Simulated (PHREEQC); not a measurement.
**City or well water**

Synthetic water in mmol/kgw, 25 °C, pH 8.26, pe 8.4: Na 1.42; K 0.218; Ca 0.0609; Mg 0.0647; Cl 0.491; S(6) 0.307; Alkalinity (meq/kgw) 0.757; F 0.000274; Br 0.0226; B 0.00165; Si 0.000501; Pb 0.00145.

Cl is adjusted to close the charge balance.
Valence states are taken as typed.

Computed with PHREEQC (ion-association model, wateq4f.dat).

Each row changes one thing in this solution. Precipitation was switched off in this run.

| case | CO2 (mol/kgw) | CO3-2 (mol/kgw) | CaCO3 (mol/kgw) | MgCO3 (mol/kgw) | H2BO3- (mol/kgw) | NaCO3- (mol/kgw) | SI of Cerrusite (PbCO3) | SI of Pb(OH)2 (Pb(OH)2) |
|---|---|---|---|---|---|---|---|---|
| as made | 8.61e-6 | 7.32e-6 | 4.67e-7 | 2.82e-7 | 1.64e-7 | 1.57e-7 | +0.02 | +0.49 |
| F from 0.000274 to 0.000137 mmol/kgw | 8.61e-6 | 7.32e-6 | 4.67e-7 | 2.82e-7 | 1.64e-7 | 1.57e-7 | +0.02 | +0.49 |
| pH from 8.26 to 7.26 at the same alkalinity | 8.81e-5 | 7.49e-7 | 4.81e-8 | 2.90e-8 | 1.80e-8 | 1.61e-8 | -0.04 | -0.58 |

Some of these states are supersaturated (in Pb(OH)2, for instance). SiF6-2 is the database's only silicon fluoride. Real BF4- forms and hydrolyses slowly; the run takes it at equilibrium.
